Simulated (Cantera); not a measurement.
A perfectly stirred reactor is fed with 6.52 % CH4, 17.9 % O2, 67.1 % N2, 8.47 % H2, at 460000 Pa; it is adiabatic with a 600 K inlet, and is followed from long to short residence time, starting on the burning branch (τ in s: 0.045, 0.021, 0.0094, 0.0043, 0.0019, 0.00088, 0.0004, 0.00018, 8.3e-05, 3.8e-05, 1.7e-05, 7.8e-06).

Computed with Cantera and GRI-Mech 3.0 (53 species, 325 reactions).

One state of this run: T (K) = 2387; x CH4 = 2.75e-5; x O2 = 0.0133; x H2O = 0.210; x H = 0.00140; x C2H4 = 9.85e-9; x CH2 = 1.49e-6. x: mole fraction; the columns are a selection and need not sum to one.

Q: Which value of τ (s) does it belong to?
A) 0.021
B) 0.00088
C) 0.0043
D) 0.045

A: B, 0.00088
